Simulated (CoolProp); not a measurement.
A simple Rankine cycle with m-xylene: condensing at 331.15 K, boiler at 3.07 MPa, turbine inlet 619 K, turbine efficiency 0.6, pump efficiency 0.8, no recuperator. Each further row changes one setting.

The numbers come from the reference Helmholtz-energy equation of state, Zhou 2012 in CoolProp.

```json
[
 {"case": "as stated", "thermal efficiency (%)": "___", "net work (kJ/kg)": "138", "heat in (kJ/kg)": "823", "turbine exit temperature (K)": "512.9", "volume ratio over the turbine": "744"},
 {"case": "condensing temperature 323.15 K", "thermal efficiency (%)": "17.5", "net work (kJ/kg)": "146", "heat in (kJ/kg)": "___", "turbine exit temperature (K)": "___", "volume ratio over the turbine": "1070"},
 {"case": "boiler pressure 2.15 MPa", "thermal efficiency (%)": "16.2", "net work (kJ/kg)": "___", "heat in (kJ/kg)": "858", "turbine exit temperature (K)": "___", "volume ratio over the turbine": "413"},
 {"case": "turbine efficiency 0.5", "thermal efficiency (%)": "13.9", "net work (kJ/kg)": "114", "heat in (kJ/kg)": "823", "turbine exit temperature (K)": "___", "volume ratio over the turbine": "762"}
]
```

Task: Some entries are withheld; supply them.

Result: 
- as stated, thermal efficiency (%): 16.8
- condensing temperature 323.15 K, heat in (kJ/kg): 837
- condensing temperature 323.15 K, turbine exit temperature (K): 508.7
- boiler pressure 2.15 MPa, net work (kJ/kg): 139
- boiler pressure 2.15 MPa, turbine exit temperature (K): 530.4
- turbine efficiency 0.5, turbine exit temperature (K): 525.0
